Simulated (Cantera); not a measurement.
# Ignition delay

Mixture: 12.2 % CH₄, 3.05 % CO, 13.7 % O₂, 71.1 % N₂, at 1.10 bar, adiabatic and at constant volume. Ignition delay is the time to a rise of 400 K.

Detailed kinetics in Cantera: GRI-Mech 3.0 (53 species, 325 reactions).

```json
[
 {"T0 (K)": "1250", "delay (ms)": "46.3"},
 {"T0 (K)": "1350", "delay (ms)": "11.6"},
 {"T0 (K)": "1450", "delay (ms)": "3.30"},
 {"T0 (K)": "1550", "delay (ms)": "1.08"},
 {"T0 (K)": "1650", "delay (ms)": "0.417"},
 {"T0 (K)": "1750", "delay (ms)": "0.187"},
 {"T0 (K)": "1850", "delay (ms)": "0.0951"}
]
```

- apparent activation energy between 1650 and 1850 K: 190 kJ/mol
